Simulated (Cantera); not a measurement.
A Cantera script and what it prints.

```python
import numpy as np
import cantera as ct

gas_names = [...]  # 109 gases of nasa_gas.yaml made of C, Cl, H, Si
cond_names = """
    C(gr) C6H6(L) C7H8(L) C8H18(L),n-octa Si(cr) Si(L) SiC(b)
""".split()


# ... load() reads the species with a 1 bar reference pressure and builds the phases ...
atoms = {
    'CH3SiH3': {'C': 1, 'H': 6, 'Si': 1},
    'HCl': {'H': 1, 'CL': 1},
    'H2': {'H': 2},
}
top_T = {'C(gr)': 4500, 'SiC(b)': 3050}  # K; cautious upper limits of use, not melting points


# ... equilibrate(T, P, feed) seeds the gas with the atoms and calls Mixture.equilibrate('TP', solver="vcs", rtol=1e-11, max_steps=5000) ...
results = []
feed = {'CH3SiH3': 1, 'HCl': 0.05, 'H2': 400}  # mol
P = 1800  # Pa
for T in [973, 1123, 1273, 1423, 1573, 1723, 1873, 2023, 2173]:
    mix = equilibrate(T, P, feed)
    results.append((T, P, feed, dict(zip(mix.species_names, mix.species_moles))))

top = {s: max(r[3][s] / sum(r[3][g] for g in gas_names) for r in results) for s in gas_names}
cols = sorted((s for s in top if top[s] > 0.0001), key=lambda s: -top[s])[:7]
seen = [c for c in cond_names if any(r[3].get(c, 0) > 1e-12 for r in results)]
print("log10 of partial pressures in bar; condensed amounts in mol")
print(f"{'T/K':>10s}" + "".join(f"{s[:9]:>10s}" for s in cols + seen))
for T, P, feed, n in results:
    ng = sum(n[g] for g in gas_names)
    print(f"{T:10.4g}" + "".join(f"{np.log10(max(n[s] / ng * P / 1e5, 1e-99)):10.3f}" for s in cols)
          + "".join(f"{n.get(c, 0):10.4g}" for c in seen))
```

Result:

```
log10 of partial pressures in bar; condensed amounts in mol
       T/K        H2         H        Si C2H2,acet       HCL       SiH    Si(cr)    SiC(b)
       973    -1.745    -9.838   -16.400   -18.044    -5.651   -15.320 0.0002613    0.9997
      1123    -1.745    -8.243   -13.191   -15.385    -5.651   -12.659 0.0001966    0.9998
      1273    -1.745    -7.019   -10.744   -13.357    -5.651   -10.631  0.000132    0.9998
      1423    -1.745    -6.050    -8.967   -11.458    -5.651    -9.188         0    0.9998
      1573    -1.745    -5.263    -7.943    -9.102    -5.651    -8.434         0    0.9993
      1723    -1.745    -4.612    -7.010    -7.339    -5.652    -7.725         0    0.9967
      1873    -1.747    -4.064    -6.029    -6.262    -5.654    -6.933         0    0.9735
      2023    -1.751    -3.597    -5.164    -5.411    -5.660    -6.231         0    0.8147
      2173    -1.762    -3.197    -4.446    -4.713    -5.673    -5.658         0         0
```

Method: chemical equilibrium by Gibbs-energy minimisation in Cantera with the NASA 1993 tables (ideal gas, pure condensed phases). The feed counts by its element totals alone. Mutual solubility and eutectic melting of coexisting phases are not modelled. Gases not in the tables: Si2H6 and higher silanes.
